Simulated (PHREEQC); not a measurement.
Solution (25 °C): 0.013 mol/kgw ZnSO4 and 0.00016 mol/kgw H2SO4. Closed to the air; pH follows from the charge balance.

Equilibrium calculation in PHREEQC: ion-association model, wateq4f.dat.

This is a speciation only: nothing precipitates in the calculation.

Q: Order these S species by the share of S that they hold, largest first: ZnSO4, SO4-2, HSO4-, Zn(SO4)2-2.

A: SO4-2 (62 %), ZnSO4 (33 %), Zn(SO4)2-2 (4.5 %), HSO4- (0.72 %)

Q: Order these Zn species by the share of Zn that they hold, largest first: Zn(SO4)2-2, ZnSO4, Zn+2.

A: Zn+2 (64 %), ZnSO4 (33 %), Zn(SO4)2-2 (2.3 %)

The pH is 3.71 and the ionic strength 0.0338 mol/kgw.
